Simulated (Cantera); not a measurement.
An isothermal, constant-pressure homogeneous reactor starts with C2H6 : N2 = 2.5 : 18 (molar parts), at 1200 K and 100.0 Torr.

Model: GRI-Mech 3.0 (53 species, 325 reactions), integrated in Cantera. GRI-Mech 3.0 stops at C3 and has no aromatics, soot or wall deposition, so with more carbon than oxygen in the feed, carbon stays in small species such as C2H2 where larger ones or solid carbon would form.

Question: Predict: x(C2H6) at 10.0 s; x(H2) at 10.0 s; x(C2H4) at 10.0 s; x(H) at 10.0 s.

Answer: 
```json
{
 "x(C2H6) at 10.0 s": "6.29e-5 (gas-phase equilibrium 1.85e-5)",
 "x(H2) at 10.0 s": "0.154 (gas-phase equilibrium 0.120)",
 "x(C2H4) at 10.0 s": "0.0217 (gas-phase equilibrium 0.00762)",
 "x(H) at 10.0 s": "8.31e-7 (gas-phase equilibrium 1.88e-7)"
}
```
